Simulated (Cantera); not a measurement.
A closed system holds: 1 mol TiO2, 220 mol H2, at 10.0 mbar.

Cantera equilibrium calculation (NASA polynomials, part measured and part estimated; ideal gas, pure solids and liquids). Candidate condensed phases: H2O, Ti, TiO, TiO2, Ti2O3, Ti3O5, Ti4O7; 12 gas species. Mutual solubility and eutectic melting of coexisting phases are not modelled. Condensed phases not in the tables: Magnéli phases beyond Ti4O7. Kinetics and transport are ignored.

x: gas mole fraction; n: condensed amount in mol.

```csv
T (K),x H2,x H,x H2O,x TiO,x TiO2,x OH,n TiO2(rutile),n Ti4O7(s),n Ti3O5(s),n Ti2O3(s),n Ti2O3(l)
1023,1.000,4.14e-8,?,<1e-12,<1e-12,<1e-12,0.907,0.0233,0,0,0
1123,1.000,4.26e-7,?,<1e-12,<1e-12,<1e-12,0.626,0.0934,0,0,0
1223,0.999,3.00e-6,0.00114,<1e-12,<1e-12,3.08e-11,0,0.250,0,0,0
1323,0.999,1.58e-5,0.00114,<1e-12,<1e-12,2.61e-10,0,0.250,0,0,0
1423,0.998,6.64e-5,0.00152,2.68e-12,4.28e-12,2.19e-9,0,0,0.333,0,0
1523,0.998,0.000231,0.00151,1.16e-10,1.01e-10,1.08e-8,0,0,0.333,0,0
1623,0.998,0.000690,0.00151,3.14e-9,1.61e-9,4.39e-8,0,0,0.333,0,0
1723,0.997,0.00182,0.00151,5.69e-8,1.82e-8,1.52e-7,0,0,0.333,0,0
1823,0.994,0.00432,?,6.67e-7,1.65e-7,5.35e-7,0,0,0.220,0.170,0
1923,0.988,0.00937,0.00226,5.44e-6,1.20e-6,1.85e-6,0,0,0,0.499,0
2023,0.979,0.0188,0.00226,3.98e-5,6.33e-6,4.53e-6,0,0,0,0.495,0
2123,0.962,0.0352,0.00233,0.000233,2.86e-5,1.05e-5,0,0,0,0,0.470
```

**Question.** What belongs in the gaps?

**Answer.** 
- 1023, x H2O: 0.000106
- 1123, x H2O: 0.000425
- 1823, x H2O: 0.00177
